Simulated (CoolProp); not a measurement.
Decamethylcyclopentasiloxane (D5) along the isotherm 346.85 °C: density (kg/m³) from the reference equation and from simpler models built on Tc = 345.1 °C, pc = 1078 kPa, ω = 0.631; each cubic takes its own stable root.

Values from CoolProp's reference Helmholtz-energy equation of state, Thol 2019.

```
p (kPa)          phase  reference
-------  -------------  ---------
207                gas      16.03
414                gas      35.07
622                gas      59.15
829                gas      92.93
1040               gas      163.1
1240     supercritical      441.2
1450     supercritical      478.0
1660     supercritical      499.1
1870     supercritical      514.3
2070     supercritical      525.9
2280     supercritical      536.0
2490     supercritical      544.7
2690     supercritical      551.9
```

Task: How far does each simpler model (ideal gas, van der Waals, Redlich-Kwong, Soave-Redlich-Kwong, Peng-Robinson) lie from the reference over these 13 states: mean and median of the absolute difference, and the worst?

Result: 
- ideal gas: mean 55.2 %, median 67.1 %, worst -79.8 % at 346.85 °C and 1240 kPa
- van der Waals: mean 22.2 %, median 31.5 %, worst -33.7 % at 346.85 °C and 1240 kPa
- Redlich-Kwong: mean 12.0 %, median 15.4 %, worst -22.2 % at 346.85 °C and 1240 kPa
- Soave-Redlich-Kwong: mean 12.3 %, median 15.6 %, worst -23.2 % at 346.85 °C and 1240 kPa
- Peng-Robinson: mean 6.0 %, median 6.2 %, worst -15.4 % at 346.85 °C and 1240 kPa
